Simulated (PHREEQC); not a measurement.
0.24 g of hydrous ferric oxide (600 m²/g; 0.2 weak and 0.005 strong sites per Fe, Dzombak-Morel constants, diffuse double layer) in 1 kg of water with 0.3 mol/kgw of an inert sodium salt, at 25 °C; the pH is set by adding NaOH or the inert anion's acid. Oxygen alone is held at its pressure in air (log pO2 = -0.68). CO2 from the air is kept out. Nothing may precipitate in this run.

The numbers come from PHREEQC with the ion-association model, wateq4f.dat.

Q: Predict surface charge σ (C/m²), surface potential ψ (mV) at pH = 3, 6.38, 6.75, 7.88, 8.62.

A: 
```csv
pH,surface charge σ (C/m²),surface potential ψ (mV)
3,0.368,126
6.38,0.116,70
6.75,0.085,56
7.88,0.012,10
8.62,-0.028,-22
```

The oxide is taken as insoluble; below pH 4 it would dissolve.
